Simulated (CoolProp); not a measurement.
Saturation properties of diethyl ether (Tc = 467.9 K, pc = 3.717 MPa, ω = 0.282).

Model: reference Helmholtz-energy equation of state, Thol 2014, in CoolProp.

```json
[
 {"T (K)": "335", "p (MPa)": "___", "liquid density (kg/m³)": "662.8", "vapour density (kg/m³)": "7.097"},
 {"T (K)": "345.6", "p (MPa)": "0.3295", "liquid density (kg/m³)": "648.8", "vapour density (kg/m³)": "9.454"},
 {"T (K)": "356.1", "p (MPa)": "0.4340", "liquid density (kg/m³)": "634.3", "vapour density (kg/m³)": "12.36"},
 {"T (K)": "366.6", "p (MPa)": "0.5616", "liquid density (kg/m³)": "619.1", "vapour density (kg/m³)": "___"},
 {"T (K)": "377.2", "p (MPa)": "0.7170", "liquid density (kg/m³)": "603.0", "vapour density (kg/m³)": "20.41"},
 {"T (K)": "387.7", "p (MPa)": "0.9003", "liquid density (kg/m³)": "586.1", "vapour density (kg/m³)": "25.83"},
 {"T (K)": "398.2", "p (MPa)": "1.116", "liquid density (kg/m³)": "567.9", "vapour density (kg/m³)": "___"},
 {"T (K)": "408.8", "p (MPa)": "1.371", "liquid density (kg/m³)": "548.1", "vapour density (kg/m³)": "40.83"}
]
```

### Question
Complete the blanks.

### Answer

- 335, p (MPa): 0.2446
- 366.6, vapour density (kg/m³): 15.95
- 398.2, vapour density (kg/m³): 32.50

It boils at 307.6 K under 1 atm.
